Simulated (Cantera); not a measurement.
Input (Python, Cantera) and output of one run.

```python
import numpy as np
import cantera as ct

gas_names = [...]  # 110 gases of nasa_gas.yaml made of C, H, O
cond_names = """
    C(gr) C6H6(L) C7H8(L) C8H18(L),n-octa H2O(s) H2O(L)
""".split()


# ... load() reads the species with a 1 bar reference pressure and builds the phases ...
atoms = {
    'C2H6': {'C': 2, 'H': 6},
    'O2': {'O': 2},
    'H2': {'H': 2},
    'H2O': {'H': 2, 'O': 1},
}
top_T = {'C(gr)': 4500}  # K; cautious upper limits of use, not melting points


# ... equilibrate(T, P, feed) seeds the gas with the atoms and calls Mixture.equilibrate('TP', solver="vcs", rtol=1e-11, max_steps=5000) ...
results = []
feed = {'C2H6': 1, 'O2': 0.15, 'H2': 0.76, 'H2O': 0.17}  # mol
T = 973  # K
P = 100000  # Pa
mix = equilibrate(T, P, feed)
results.append((T, P, feed, dict(zip(mix.species_names, mix.species_moles))))
print(gas.report(threshold=1e-05))
for i in range(1, mix.n_phases):
    print(f"{mix.phase(i).name:16s} {mix.phase_moles(i):12.5e} mol")
```

Output:

```
       temperature   973 K
          pressure   1e+05 Pa
           density   0.072703 kg/m^3
  mean mol. weight   5.8817 kg/kmol
   phase of matter   gas

                          1 kg             1 kmol
                     ---------------   ---------------
          enthalpy       -6.0825e+05       -3.5775e+06  J
   internal energy       -1.9837e+06       -1.1668e+07  J
           entropy             31632        1.8605e+05  J/K
    Gibbs function       -3.1386e+07        -1.846e+08  J
 heat capacity c_p              5843             34367  J/K
 heat capacity c_v            4429.4             26052  J/K

                      mass frac. Y      mole frac. X     chem. pot. / RT
                     ---------------   ---------------   ---------------
               CH4           0.22572          0.082754             -36.8
                CO           0.34763          0.072997           -41.809
               CO2          0.039992         0.0053448           -82.135
                H2           0.27505           0.80247           -17.658
               H2O           0.11159          0.036434           -57.983
     [ +105 minor]        7.8472e-06         1.557e-06

C(gr)             1.36966e+00 mol
```

These are equilibrium values from Cantera (NASA tables, ideal gas, pure condensed phases), not measurements of a reactor.
